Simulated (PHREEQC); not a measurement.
Make-up at 25 °C: 180 mmol/kgw NaH2PO4, 54 mmol/kgw HNO3 and 7 mmol/kgw ZnSO4. Closed to the air; pH follows from the charge balance.

All values are PHREEQC results (ion-association model, wateq4f.dat), not measurements.

This is a speciation only: nothing precipitates in the calculation.

Question: Predict the pH.

Answer: pH 2.45.

Question: In which forms is P present?

Answer: H2PO4- 73 %, H3PO4 27 % of the P.

H3PO4, which wateq4f.dat lacks, is added to it with the constant of phreeqc.dat. The database has no phosphate complexes of Zn.
